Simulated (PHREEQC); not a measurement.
Dissolve 0.25 mol/kgw NaCl and 0.00058 mol/kgw K2SO4 at 25 °C. Closed to the air; pH follows from the charge balance.

Equilibrium calculation in PHREEQC: ion-association model, wateq4f.dat.

### Question
The ionic strength comes out as 0.251 mol/kgw. What activity coefficients do NaSO4-, SO4-2, Na+, K+, Cl- get?

### Answer
NaSO4- 0.73, SO4-2 0.27, Na+ 0.73, K+ 0.70, Cl- 0.70.

No solid was allowed to form.
